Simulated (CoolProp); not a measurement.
R1336mzz(E) along the isotherm 410 K: fugacity coefficient from the reference equation and from simpler models built on Tc = 403.5 K, pc = 2.779 MPa, ω = 0.413; each cubic takes its own stable root.

Computed with CoolProp (reference Helmholtz-energy equation of state, Akasaka 2023).

```json
[
 {"p (MPa)": "0.475", "phase": "gas", "reference": "0.9426"},
 {"p (MPa)": "0.95", "phase": "gas", "reference": "0.8866"},
 {"p (MPa)": "1.43", "phase": "gas", "reference": "0.8311"},
 {"p (MPa)": "1.9", "phase": "gas", "reference": "0.7775"},
 {"p (MPa)": "2.38", "phase": "gas", "reference": "0.7229"},
 {"p (MPa)": "2.85", "phase": "supercritical", "reference": "0.6678"},
 {"p (MPa)": "3.33", "phase": "supercritical", "reference": "0.6034"},
 {"p (MPa)": "3.8", "phase": "supercritical", "reference": "0.5454"},
 {"p (MPa)": "4.28", "phase": "supercritical", "reference": "0.4983"},
 {"p (MPa)": "4.75", "phase": "supercritical", "reference": "0.4612"},
 {"p (MPa)": "5.23", "phase": "supercritical", "reference": "0.4301"},
 {"p (MPa)": "5.7", "phase": "supercritical", "reference": "0.4047"}
]
```

**Question.** How far does each simpler model (van der Waals, Redlich-Kwong, Soave-Redlich-Kwong, Peng-Robinson) lie from the reference over these 12 states: mean and median of the absolute difference, and the worst?

**Answer.** 
- van der Waals: mean 5.9 %, median 5.2 %, worst +11.9 % at 410 K and 5.7 MPa
- Redlich-Kwong: mean 1.9 %, median 1.3 %, worst +4.5 % at 410 K and 5.7 MPa
- Soave-Redlich-Kwong: mean 2.9 %, median 2.4 %, worst +6.4 % at 410 K and 5.7 MPa
- Peng-Robinson: mean 0.8 %, median 0.7 %, worst -1.5 % at 410 K and 2.85 MPa
